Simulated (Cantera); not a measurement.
Input: 1 mol Si, a varied amount of NF3, 1.8 mol H2, held at 1023 K and 1.00 bar.

These are equilibrium values from Cantera (NASA tables, ideal gas, pure condensed phases), not measurements of a reactor. Candidate condensed phases: Si, Si3N4; 37 gas species. The numbers say what is thermodynamically allowed, not how fast it happens.

### Question
At 2.7 mol NF3, list the 7 most abundant gas species with their mole fractions, and the condensed phases.

### Answer
HF 0.575, N2 0.215, SiF4 0.160, F2 0.0286, F 0.0207, NF3 0.000645, H2F2 1.20e-5. Condensed: gas only.
